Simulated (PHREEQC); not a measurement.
Solution (25 °C): 62 mmol/kgw HF and 1.4 mmol/kgw (NH4)2SiF6. Closed to the air; pH follows from the charge balance.

The numbers come from PHREEQC with the ion-association model, wateq4f.dat.

```
Quantity                  Result
----------------  --------------
pH                          2.23
ionic strength    0.0107 mol/kgw
total alkalinity    -67.6 meq/kg
```

```tsv
species	molality	activity	log γ
HF	0.0443	0.0444	0.001
H+	0.00651	0.00593	-0.040
F-	0.00556	0.00499	-0.047
H2F2	0.00513	0.00514	0.001
NH4+	0.00280	0.00252	-0.046
SiF6-2	0.00140	0.000924	-0.180
HF2-	0.000948	0.000850	-0.047
```

Precipitation was switched off in this run. Species that the database lacks are ignored. wateq4f.dat counts part of the HF as a dimer, H2F2, which phreeqc.dat doesn't know; its constant is uncertain. SiF6-2 is the database's only silicon fluoride.
